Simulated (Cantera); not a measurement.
Charge: 1 mol Al(CH₃)₃, 26 mol H₂O, 14 mol H₂, equilibrated at 2000 K and 1.33 mbar.

Equilibrium computed with Cantera from the NASA thermochemical tables; the gas is ideal and each condensed phase is pure. Candidate condensed phases: Al, Al₂O₃, C, C₆H₆, C₇H₈, C₈H₁₈, H₂O; 121 gas species. The feed counts by its element totals alone. Kinetics and transport are ignored.

Base state: H₂ 0.473, H₂O 0.432, CO 0.0518, H 0.0306, CO₂ 0.0103, OH 0.00279, O 0.000132, O₂ 5.21e-5 (mole fractions); condensed: Al₂O₃(s).

**Question.** What changes in the equilibrium state with this change: pressure from 1.33 mbar to 0.250 bar?

**Answer.** 
```tsv
species	before	after
H₂	0.473	0.493
H₂O	0.432	0.442
CO	0.0518	0.0528
H	0.0306	0.00228
CO₂	0.0103	0.0103
O₂	5.21e-5	2.67e-7
O	0.000132	6.92e-7
OH	0.00279	0.000204
Al₂O₃(s), mol	0.500	0.500
```
Gases not in the tables: Al(OH)₃.
